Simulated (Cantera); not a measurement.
A freely propagating, adiabatic, planar premixed flame of 8.11 % CH4, 19.3 % O2, 72.6 % N2, unburnt at 500 K and 5.00 bar; mixture-averaged transport, grid criteria slope 0.08 and curve 0.16, no radiation.

Cantera simulation using GRI-Mech 3.0 (53 species, 325 reactions); the numbers are that mechanism's predictions, not measurements. Burning velocities carry a grid error of a few per cent, more on coarse grids.

**Question.** Predict: laminar burning velocity; thermal thickness; peak x(HO2); peak x(H2); peak x(CH2O).

**Answer.** 
| Item | Result |
|---|---|
| laminar burning velocity | 40.7 cm/s |
| thermal thickness | 0.128 mm |
| peak x(HO2) | 0.000217 |
| peak x(H2) | 0.00776 |
| peak x(CH2O) | 0.00130 |
